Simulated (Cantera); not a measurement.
Feed: 1 mol SiH2Cl2, 6.2 mol H2, held at 2027 °C and 0.00530 bar.

Equilibrium computed with Cantera from the NASA thermochemical tables; the gas is ideal and each condensed phase is pure. Candidate condensed phases: Si; 19 gas species. The tables' values for SiCl, SiCl3 are old estimates; treat these amounts as uncertain. Gases not in the tables: Si2H6 and higher silanes. Equilibrium is a limit: real reactors are often held back by kinetics, nucleation or transport.

Base state: H2 0.632, HCl 0.141, H 0.106, Si 0.0719, SiCl2 0.0224, Cl 0.0169, SiCl 0.00781, SiH 0.00153 (mole fractions); condensed: gas only.

Q: What changes in the equilibrium state with this change: temperature from 2027 °C to 2327 °C?

A: 
| species | before | after |
|---|---|---|
| H2 | 0.632 | 0.408 |
| H | 0.106 | 0.337 |
| HCl | 0.141 | 0.107 |
| Cl | 0.0169 | 0.0617 |
| SiCl2 | 0.0224 | 0.00169 |
| Si | 0.0719 | 0.0815 |
| Si3 | 4.35e-5 | 8.21e-7 |
| SiCl3 | 2.66e-5 | 9.49e-7 |
| Si2 | 0.000568 | 0.000111 |
| SiH2 | 0.000121 | 2.61e-5 |
The tables' values for SiCl are old estimates; treat these amounts as uncertain.

Q: What changes in the equilibrium state with this change: pressure from 0.00530 bar to 0.800 bar?

A: 
```json
[
 {"species": "H2", "before": "0.632", "after": "0.794"},
 {"species": "HCl", "before": "0.141", "after": "0.145"},
 {"species": "SiCl2", "before": "0.0224", "after": "0.0463"},
 {"species": "H", "before": "0.106", "after": "0.00964"},
 {"species": "Si", "before": "0.0719", "after": "0.00116"},
 {"species": "Cl", "before": "0.0169", "after": "0.00127"},
 {"species": "SiH2Cl2", "before": "4.41e-8", "after": "1.73e-5"},
 {"species": "SiHCl3", "before": "7.18e-8", "after": "2.31e-5"},
 {"species": "Si2", "before": "0.000568", "after": "2.25e-5"},
 {"species": "SiCl3", "before": "2.66e-5", "after": "0.000622"},
 {"species": "Si(l), mol", "before": "0", "after": "0.584"}
]
```

Q: What changes in the equilibrium state with this change: temperature from 2027 °C to 1350 °C?

A: 
```csv
species,before,after
H2,0.632,0.818
HCl,0.141,0.119
SiCl2,0.0224,0.0610
H,0.106,0.000860
Si,0.0719,2.96e-5
Cl,0.0169,9.89e-5
Si2,0.000568,8.51e-8
Si3,4.35e-5,1.94e-8
SiCl4,2.44e-8,1.90e-5
SiH,0.00153,3.91e-6
"Si(s), mol",0,0.493
```
The tables' values for SiCl3, SiCl are old estimates; treat these amounts as uncertain.
